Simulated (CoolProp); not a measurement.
A single-stage vapour-compression cycle with isobutene: evaporating at 237.15 K (dew point), condensing at 283.15 K (bubble point), superheat 0 K, subcooling 2 K, compressor efficiency 0.9, no pressure losses. Each further row changes one setting.

Model: reference Helmholtz-energy equation of state, Lemmon 2005, in CoolProp. It is a short technical equation, of lower accuracy than the large ones.

```
case                              cooling COP  pressure ratio  discharge temperature (K)  refrigerating effect (kJ/kg)  volumetric capacity (kJ/m³)
--------------------------------  -----------  --------------  -------------------------  ----------------------------  ---------------------------
as stated                                3.99            6.80                      296.4                           321                          258
evaporating temperature 242.15 K         4.66            5.30                      294.0                           327                          331
condensing temperature 278.15 K          4.58            5.72                      290.8                           332                          267
subcooling 7 K                           4.13            6.80                      296.4                           332                          267
superheat 10 K                           3.99            6.80                      306.8                           335                          257
compressor efficiency 0.8                3.55            6.80                      302.4                           321                          258
```
